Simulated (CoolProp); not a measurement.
C3F8 (R218) at 183.53 K and 1.06 MPa flows at 23 m/s in a round tube of 20 mm bore and 15 µm roughness, fully developed (64/Re and Nu = 3.66 if laminar; Colebrook and Gnielinski if turbulent). Each further row changes one setting.

Computed with CoolProp (reference Helmholtz-energy equation of state, Lemmon 2006). It is a short technical equation, of lower accuracy than the large ones.

```csv
case,Reynolds number,Darcy friction factor,pressure drop (Pa/m),heat-transfer coefficient (W/(m² K)),mass flow (kg/h)
as stated,656000,0.0189,452000,21000,47000
velocity 46 m/s,1310000,0.0186,1780000,41600,94000
diameter 40 mm,1310000,0.0162,193000,19000,188000
```

Viscosity comes from a separate model (Huber 2003), an estimate that may be off by 10 % or more. Thermal conductivity comes from a separate model (Huber 2003), an estimate that may be off by 10 % or more.
